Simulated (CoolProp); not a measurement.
The fluid at 298.15 K and 0.00645 MPa is compressed adiabatically to 0.0212 MPa with isentropic efficiency 0.85. The same conditions are run with several fluids, on thermodynamics alone (safety and materials aside).

The numbers come from the reference Helmholtz-energy equation of state of each fluid (1,2-dichloroethane: Thol 2015; oxygen: Schmidt 1985; tetrahydrofuran: Fiedler 2023; R22: Kamei 1995; R125: Lemmon 2005) in CoolProp.

```tsv
fluid	work (kJ/kg)	final temperature (K)	final density (kg/m³)
1,2-dichloroethane	37.1	342.3	0.742
oxygen	129	436.2	0.187
tetrahydrofuran	51.0	342.8	0.539
R22	43.7	362.0	0.610
R125	30.4	335.5	0.914
```

Above 300 K oxygen's equation is extrapolated.
